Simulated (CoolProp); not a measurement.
Vapour-liquid equilibrium of fluoroethane (R161) (1) + R134a (2) at 243.4 K; x and y are mole fractions of (1).

Values from CoolProp's multi-fluid Helmholtz-energy mixture model, Wu 2012 and Tillner-Roth 1994; pair parameters Bell 2016.

**Question.** Give the bubble pressure and the first vapour's composition at x = 0.05, 0.575, 0.875. Is there an azeotrope?

**Answer.** x = 0.05: 0.08746 MPa, y = 0.072; x = 0.575: 0.1146 MPa, y = 0.692; x = 0.875: 0.1344 MPa, y = 0.927. No azeotrope shows between x = 0.05 and 0.95.

Pair parameters are fitted to limited data, so mixtures are less certain than the pure fluids.
